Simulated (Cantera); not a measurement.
Charge: 1 mol BN, 3.6 mol Cl₂, a varied amount of H₂, equilibrated at 1300 K and 10.0 mbar.

Method: chemical equilibrium by Gibbs-energy minimisation in Cantera with the NASA 1993 tables (ideal gas, pure condensed phases). Candidate condensed phases: B, BN, NH₄Cl; 21 gas species. Gases not in the tables: BHCl₂. Kinetics and transport are ignored.

x: gas mole fraction; n: condensed amount in mol.

```tsv
n(H₂) (mol)	x H₂	x HCl	x BCl₃	x N₂	n BN(s)
9.8	0.464	0.534	0.00106	0.000531	0.986
12	0.539	0.459	0.000676	0.000338	0.989
15	0.614	0.386	0.000419	0.000210	0.992
18	0.667	0.332	0.000286	0.000143	0.994
23	0.730	0.270	0.000173	8.66e-5	0.995
28	0.772	0.227	0.000116	5.81e-5	0.996
34	0.809	0.191	7.80e-5	3.92e-5	0.997
42	0.842	0.158	5.09e-5	2.57e-5	0.998
52	0.871	0.129	3.31e-5	1.67e-5	0.998
64	0.894	?	?	?	0.999
79	0.913	?	?	?	0.999
97	0.928	0.0715	9.43e-6	4.86e-6	0.999
```

Question: Some entries are withheld; supply them.

Answer: 
- 79, x HCl: 0.0871
- 79, x BCl₃: 1.43e-5
- 79, x N₂: 7.29e-6
- 64, x HCl: 0.106
- 64, x BCl₃: 2.18e-5
- 64, x N₂: 1.11e-5
